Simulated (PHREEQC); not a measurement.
# Copper plating or etch bath: an equilibrium model

Make-up at 65 °C: 1.3 mmol/kgw CuCl2, 0.12 mmol/kgw H2SO4 and 1.9 mmol/kgw H3BO3. Closed to the air; pH follows from the charge balance.

Equilibrium calculation in PHREEQC: ion-association model, phreeqc.dat.

Each row changes one thing in this solution. Precipitation was switched off in this run.

```tsv
case	pH	ionic strength (mol/kgw)	SO4-2 (mol/kgw)	HSO4- (mol/kgw)
as made	3.66	0.00411	9.78e-5	4.53e-6
H2SO4 replaced by Al2(SO4)3 at the same molality	3.90	(withheld)	0.000260	6.84e-6
H3BO3 left out	3.66	0.00411	9.78e-5	4.53e-6
CuCl2 left out	(withheld)	0.000347	0.000114	6.35e-6
H2SO4 from 0.00012 to 0.0006 mol/kgw	2.99	0.00516	0.000437	9.22e-5
H3BO3 from 0.0019 to 0.00019 mol/kgw	3.66	0.00411	9.78e-5	4.53e-6
diluted 10-fold with water	4.63	0.000424	(withheld)	6.63e-8
0.00079 mol/kgw Cu(NO3)2 added	3.66	(withheld)	9.23e-5	4.02e-6
```

Complete the blanks.


- H2SO4 replaced by Al2(SO4)3 at the same molality, ionic strength (mol/kgw): 0.00490
- CuCl2 left out, pH: 3.64
- diluted 10-fold with water, SO4-2 (mol/kgw): 1.16e-5
- 0.00079 mol/kgw Cu(NO3)2 added, ionic strength (mol/kgw): 0.00642

Species that the database lacks are ignored. Some of these states are supersaturated (in Gibbsite (slow to form), for instance). Constants without temperature data keep their 25 °C values here.
